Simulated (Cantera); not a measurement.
Gas mixture: NO = 0.93 (molar parts), at 1.01 bar, frozen composition.

Cantera's kinetic-theory transport with the Lennard-Jones parameters of GRI-Mech 3.0, ideal gas; thermal conductivity in the mixture-averaged form. The composition is frozen, though it would react at the higher temperatures.

One state of this run: ρ (kg/m³) = 0.522; cp (J/kg/K) = 1067; μ (µPa s) = 34.0; λ (mW/m/K) = 51.3; Pr = 0.707; D (cm²/s) H2O = 1.10; D (cm²/s) C2H2 = 0.731; D (cm²/s) H = 5.31. D: mixture-averaged diffusion coefficient of that species in the mixture.

Q: Which value of T (K) does it belong to?
A) 700
B) 600
C) 900
D) 1200

A: A, 700
